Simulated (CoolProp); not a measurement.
Model: reference Helmholtz-energy equation of state, Lemmon 2013, in CoolProp.

Q: Give the vapour pressure (MPa), liquid density (kg/m³), enthalpy of vaporisation (kJ/kg), vapour Z of saturated propylene at 271.1, 288.4, 297.1 K.

A: 
```tsv
T (K)	p (MPa)	liquid density (kg/m³)	enthalpy of vaporisation (kJ/kg)	vapour Z
271.1	0.549	549	381	0.883
288.4	0.898	523	353	0.835
297.1	1.12	508	337	0.807
```
